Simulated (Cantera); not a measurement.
Cantera run, input and output.

```python
import numpy as np
import cantera as ct

gas = ct.Solution("h2o2.yaml")
gas.TPX = 1075, 1000, {'H2': 0.059, 'O2': 1, 'N2': 0.88}
reactor = ct.IdealGasConstPressureReactor(gas, energy="off", clone=False)
net = ct.ReactorNet([reactor])
net.rtol, net.atol = 1e-08, 1e-18
show = ['H2', 'O2', 'H', 'H2O2', 'HO2']
times = np.geomspace(0.0002, 8, 11)

steps = ct.SolutionArray(gas, extra=["t"])
rows = []
print(f"{'t/s':>10s}{'T/K':>9s}{'P/Pa':>11s}" + "".join(f"{s:>11s}" for s in show))
for t in times:
    while net.time < t:
        t_next = net.step()
        steps.append(gas.state, t=t_next)
    rows.append([np.interp(t, steps.t, y) for y in (steps.T, steps.P, *steps(*show).X.T)])
    print(f"{t:10.3e}{rows[-1][0]:9.1f}{rows[-1][1]:11.4g}" + "".join(f"{x:11.3e}" for x in rows[-1][2:]))
rate = np.gradient(steps.T, steps.t)
print("integrator steps:", len(steps.t))
if steps.T.max() > steps.T[0] + 200:
    print(f"time of steepest temperature rise: {steps.t[rate.argmax()]:.4e} s")
gas.TPX = 1075, 1000, {'H2': 0.059, 'O2': 1, 'N2': 0.88}
gas.equilibrate("TP")
print(f"equilibrium (TP): T = {gas.T:.1f} K  " + "  ".join(f"{s} {gas[s].X[0]:.3e}" for s in show))
```

Result:

```
       t/s      T/K       P/Pa         H2         O2          H       H2O2        HO2
 2.000e-04   1075.0       1000  3.043e-02  5.157e-01  1.163e-10  8.502e-15  1.541e-10
 5.771e-04   1075.0       1000  3.043e-02  5.157e-01  3.582e-10  7.084e-14  4.463e-10
 1.665e-03   1075.0       1000  3.043e-02  5.157e-01  3.302e-09  5.956e-13  1.322e-09
 4.804e-03   1075.0       1000  3.042e-02  5.157e-01  1.184e-06  9.844e-12  2.049e-08
 1.386e-02   1075.0       1000  1.593e-03  4.962e-01  7.665e-03  6.757e-08  2.226e-06
 4.000e-02   1075.0       1000  4.279e-04  4.982e-01  3.844e-03  3.538e-08  1.911e-06
 1.154e-01   1075.0       1000  1.933e-04  5.038e-01  1.110e-03  3.849e-08  1.568e-06
 3.330e-01   1075.0       1000  4.206e-05  5.072e-01  1.105e-04  3.546e-08  8.836e-07
 9.609e-01   1075.0       1000  5.804e-06  5.081e-01  5.812e-06  2.215e-08  2.967e-07
 2.773e+00   1075.0       1000  8.128e-07  5.082e-01  3.174e-07  9.317e-09  7.077e-08
 8.000e+00   1075.0       1000  1.431e-07  5.082e-01  2.437e-08  3.172e-09  1.617e-08
integrator steps: 1522
equilibrium (TP): T = 1075.0 K  H2 3.057e-10  O2 5.082e-01  H 2.583e-12  H2O2 1.517e-11  HO2 9.696e-10
```

Detailed kinetics in Cantera: the H2/O2 subset of GRI-Mech 3.0, which has no nitrogen chemistry. Radical loss at walls, strong at low pressure, is not modelled.
